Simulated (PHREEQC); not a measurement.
Solution (20 °C): 83 mmol/kgw Cu(NO3)2, 0.062 mmol/kgw HBF4 and 1.1 mmol/kgw KCl. Closed to the air; pH follows from the charge balance.

Computed with PHREEQC (ion-association model, wateq4f.dat).

```csv
quantity,before,after
pH,3.74,3.74
F- (mol/kgw),0.000157,0.000151
CuF+ (mol/kgw),6.53e-5,6.75e-5
HF (mol/kgw),2.54e-5,2.92e-5
CuOH+ (mol/kgw),2.01e-6,1.98e-6
Cu2(OH)2+2 (mol/kgw),1.76e-6,4.63e-6
SI of Tenorite (CuO),-1.92,-1.55
SI of Cu2(OH)3NO3 (Cu2(OH)3NO3),-2.36,-1.96
```

Task: Which change was made?
A) temperature from 20 to 30 °C
B) Cu(NO3)2 from 0.083 to 0.415 mol/kgw
C) 0.041 mol/kgw Ni(NO3)2 added
D) KCl left out
E) KCl from 0.0011 to 0.00099 mol/kgw

Result: A, temperature from 20 to 30 °C

This is a speciation only: nothing precipitates in the calculation. Real BF4- forms and hydrolyses slowly; the run takes it at equilibrium.
